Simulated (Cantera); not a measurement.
Cantera with NASA thermochemical tables; ideal gases at 1 bar, condensed phases pure. Values are per mole of reaction as written; species without (g) are pure solids or liquids, kept so even where they would boil at 1 bar.

PbO + CO(g) → Pb(g) + CO2(g)

```
T (K)    ΔH° (kJ)   ΔS° (J/K)    ΔG° (kJ)     log10 K
-----  ----------  ----------  ----------  ----------
1525         83.7        74.0       -29.1        1.00
1550   (withheld)  (withheld)  (withheld)  (withheld)
1575         82.8        73.4       -32.8        1.09
1600         82.3        73.1       -34.7        1.13
1625         81.8        72.8       -36.5        1.17
1650         81.3        72.5       -38.3        1.21
1675         80.8        72.2       -40.1        1.25
1700         80.4        71.9       -41.9        1.29
1725   (withheld)  (withheld)  (withheld)  (withheld)
1750         79.5        71.4       -45.5        1.36
1775         79.0        71.1       -47.3        1.39
```

**Question.** Complete the blanks.

**Answer.** 
- 1550, ΔH° (kJ): 83.3
- 1550, ΔS° (J/K): 73.7
- 1550, ΔG° (kJ): -31.0
- 1550, log10 K: 1.04
- 1725, ΔH° (kJ): 79.9
- 1725, ΔS° (J/K): 71.7
- 1725, ΔG° (kJ): -43.7
- 1725, log10 K: 1.32
